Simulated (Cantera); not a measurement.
Feed: 1 mol TEOS, 0.52 mol H2O, 2.7 mol N2, equilibrated at 27.0 Torr.

Equilibrium computed with Cantera from the NASA thermochemical tables; the gas is ideal and each condensed phase is pure. Candidate condensed phases: C, C6H6, C7H8, C8H18, H2O, Si, SiC, SiO2, Si2N2O, Si3N4; 151 gas species. The feed counts by its element totals alone. N2 is the only nitrogen source here; it is nearly inert below about 1500 K, so the nitride shown seldom forms there in practice. Equilibrium is a limit: real reactors are often held back by kinetics, nucleation or transport.

At 1323 K, list the 4 most abundant gas species with their mole fractions, and the condensed phases.

H2 0.628, CO 0.240, N2 0.131, CH4 9.66e-5. Condensed: C(graphite) + Si2N2O(s).
